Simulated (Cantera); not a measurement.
Charge: 1 mol V₂O₃, 720 mol H₂, 0.12 mol H₂O.

Equilibrium computed with Cantera from the NASA thermochemical tables; the gas is ideal and each condensed phase is pure. Candidate condensed phases: H₂O, V, VO, V₂O₃, V₂O₄, V₂O₅; 12 gas species. VO: taken at fixed stoichiometry. Equilibrium is a limit: real reactors are often held back by kinetics, nucleation or transport.

Problem. What condenses at these points (T in K, P in Pa): (2050, 10); (1900, 13000); (1825, 42); (1525, 10); (1375, 240000)?

Solution. 
| T (K) | P in Pa | condensed phases | V condensed (%) |
|---|---|---|---|
| 2050 | 10 | gas only | 0.0 |
| 1900 | 13000 | VO | 99.8 |
| 1825 | 42 | VO | 85.2 |
| 1525 | 10 | VO | 99.9 |
| 1375 | 240000 | VO | 100.0 |
